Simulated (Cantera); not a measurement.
## Boron, boron nitride and boron oxide: B2O3 + NH3 + N2

Feed: 1 mol B2O3, 8.4 mol NH3, 81 mol N2, equilibrated at 43.0 mbar.

Method: chemical equilibrium by Gibbs-energy minimisation in Cantera with the NASA 1993 tables (ideal gas, pure condensed phases). Candidate condensed phases: B, BN, B2O3, B3O3H3, H2O; 39 gas species. Kinetics and transport are ignored.

```csv
T (K),x N2,x H2,x H,x BO
1825,0.862,0.122,0.000742,0.000450
1875,0.862,0.122,0.00110,0.000656
1925,0.861,0.121,0.00160,0.000931
1975,0.861,0.120,0.00229,0.00129
2025,0.860,0.120,0.00321,0.00174
2075,0.859,0.119,0.00443,0.00229
2125,0.858,0.118,0.00601,0.00294
2175,0.857,0.116,0.00803,0.00368
2225,0.856,0.115,0.0106,0.00452
2275,0.854,0.113,0.0137,0.00543
2325,0.852,0.110,0.0176,0.00641
```
x: gas mole fraction; nothing condenses.

From 1825 K to 2325 K nothing is condensed. The main B-bearing gas is B2O3 at 1825 K and BO at 2325 K.
